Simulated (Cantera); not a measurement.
# Thermodynamics of abatement and gas-phase synthesis, feed SO2 + H2

A closed system holds: 1 mol SO2, a varied amount of H2, held at 2998.15 K and 13300 Pa.

These are equilibrium values from Cantera (NASA tables, ideal gas, pure condensed phases), not measurements of a reactor. Candidate condensed phases: H2O, H2SO4, S; 19 gas species. The numbers say what is thermodynamically allowed, not how fast it happens.

```json
[
 {"n(H2) (mol)": "0.9", "x H2": "0.124", "x H": "0.151", "x SO": "0.196", "x H2O": "0.158", "x SO2": "0.179", "x OH": "0.0639", "x S": "0.0448", "x O": "0.0479", "x O2": "0.0241", "x SH": "0.00709"},
 {"n(H2) (mol)": "1", "x H2": "0.136", "x H": "0.159", "x SO": "0.189", "x H2O": "0.164", "x SO2": "0.163", "x OH": "0.0633", "x S": "0.0459", "x O": "0.0451", "x O2": "0.0214", "x SH": "0.00764"},
 {"n(H2) (mol)": "1.2", "x H2": "0.161", "x H": "0.172", "x SO": "0.176", "x H2O": "0.173", "x SO2": "0.136", "x OH": "0.0615", "x S": "0.0477", "x O": "0.0405", "x O2": "0.0172", "x SH": "0.00862"},
 {"n(H2) (mol)": "1.3", "x H2": "0.172", "x H": "0.178", "x SO": "0.170", "x H2O": "0.176", "x SO2": "0.125", "x OH": "0.0606", "x S": "0.0484", "x O": "0.0385", "x O2": "0.0156", "x SH": "0.00905"},
 {"n(H2) (mol)": "1.5", "x H2": "0.194", "x H": "0.189", "x SO": "0.159", "x H2O": "0.180", "x SO2": "0.106", "x OH": "0.0585", "x S": "0.0496", "x O": "0.0350", "x O2": "0.0129", "x SH": "0.00983"},
 {"n(H2) (mol)": "1.7", "x H2": "0.214", "x H": "0.199", "x SO": "0.148", "x H2O": "0.183", "x SO2": "0.0909", "x OH": "0.0563", "x S": "0.0504", "x O": "0.0321", "x O2": "0.0109", "x SH": "0.0105"},
 {"n(H2) (mol)": "1.9", "x H2": "0.232", "x H": "0.207", "x SO": "0.138", "x H2O": "0.183", "x SO2": "0.0784", "x OH": "0.0542", "x S": "0.0509", "x O": "0.0297", "x O2": "0.00928", "x SH": "0.0110"},
 {"n(H2) (mol)": "2.2", "x H2": "0.257", "x H": "0.218", "x SO": "0.125", "x H2O": "0.182", "x SO2": "0.0636", "x OH": "0.0512", "x S": "0.0513", "x O": "0.0266", "x O2": "0.00748", "x SH": "0.0117"},
 {"n(H2) (mol)": "2.5", "x H2": "0.279", "x H": "0.227", "x SO": "0.113", "x H2O": "0.179", "x SO2": "0.0524", "x OH": "0.0484", "x S": "0.0513", "x O": "0.0242", "x O2": "0.00615", "x SH": "0.0122"},
 {"n(H2) (mol)": "2.8", "x H2": "0.299", "x H": "0.235", "x SO": "0.103", "x H2O": "0.176", "x SO2": "0.0436", "x OH": "0.0459", "x S": "0.0510", "x O": "0.0221", "x O2": "0.00515", "x SH": "0.0126"},
 {"n(H2) (mol)": "3.2", "x H2": "0.323", "x H": "0.244", "x SO": "0.0915", "x H2O": "0.170", "x SO2": "0.0347", "x OH": "0.0428", "x S": "0.0504", "x O": "0.0199", "x O2": "0.00415", "x SH": "0.0129"},
 {"n(H2) (mol)": "3.6", "x H2": "0.343", "x H": "0.252", "x SO": "0.0816", "x H2O": "0.165", "x SO2": "0.0281", "x OH": "0.0401", "x S": "0.0496", "x O": "0.0180", "x O2": "0.00342", "x SH": "0.0131"},
 {"n(H2) (mol)": "4.1", "x H2": "0.366", "x H": "0.260", "x SO": "0.0713", "x H2O": "0.157", "x SO2": "0.0220", "x OH": "0.0371", "x S": "0.0483", "x O": "0.0161", "x O2": "0.00275", "x SH": "0.0132"}
]
```
x: gas mole fraction; nothing condenses.

From 0.9 mol H2 to 4.1 mol H2 nothing is condensed.
